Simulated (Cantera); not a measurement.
A Cantera script and what it prints.

```python
import numpy as np
import cantera as ct

gas_names = """
    N NO NO2 NO3 N2 N2O O O2 O3 S SN SO SO2 SO3 S2 S2O S8
""".split()
cond_names = """
    S(cr1) S(cr2) S(L)
""".split()


# ... load() reads the species with a 1 bar reference pressure and builds the phases ...
atoms = {
    'N2O': {'N': 2, 'O': 1},
    'SO2': {'S': 1, 'O': 2},
}
top_T = {}  # K; cautious upper limits of use, not melting points


# ... equilibrate(T, P, feed) seeds the gas with the atoms and calls Mixture.equilibrate('TP', solver="vcs", rtol=1e-11, max_steps=5000) ...
results = []
feed = {'N2O': 1, 'SO2': 0.028}  # mol
T = 3100  # K
for P in [10, 200, 3900, 77000, 1500000, 30000000]:
    mix = equilibrate(T, P, feed)
    results.append((T, P, feed, dict(zip(mix.species_names, mix.species_moles))))

top = {s: max(r[3][s] / sum(r[3][g] for g in gas_names) for r in results) for s in gas_names}
cols = sorted((s for s in top if top[s] > 1e-05), key=lambda s: -top[s])[:9]
seen = [c for c in cond_names if any(r[3].get(c, 0) > 1e-12 for r in results)]
print("log10 of partial pressures in bar; condensed amounts in mol")
print(f"{'P/Pa':>10s}" + "".join(f"{s[:9]:>10s}" for s in cols + seen))
for T, P, feed, n in results:
    ng = sum(n[g] for g in gas_names)
    print(f"{P:10.4g}" + "".join(f"{np.log10(max(n[s] / ng * P / 1e5, 1e-99)):10.3f}" for s in cols)
          + "".join(f"{n.get(c, 0):10.4g}" for c in seen))
```

Output:

```
log10 of partial pressures in bar; condensed amounts in mol
      P/Pa        N2         O        O2        NO       SO2         S        SO         N       NO2
        10    -4.320    -4.299    -6.994    -6.537   -10.110    -5.878    -7.648    -6.745   -12.960
       200    -3.012    -3.028    -4.451    -4.611    -6.374    -4.686    -5.184    -6.091    -9.763
      3900    -1.676    -1.956    -2.309    -2.872    -3.642    -4.095    -3.522    -5.423    -6.953
   7.7e+04    -0.336    -1.165    -0.726    -1.410    -1.958    -3.995    -2.630    -4.753    -4.700
   1.5e+06     0.968    -0.486     0.631    -0.080    -0.586    -3.980    -1.936    -4.101    -2.690
     3e+07     2.273     0.172     1.947     1.230     0.732    -3.978    -1.277    -3.449    -0.722
```

Method: chemical equilibrium by Gibbs-energy minimisation in Cantera with the NASA 1993 tables (ideal gas, pure condensed phases). The ideal-gas law is rough above about 30 bar.
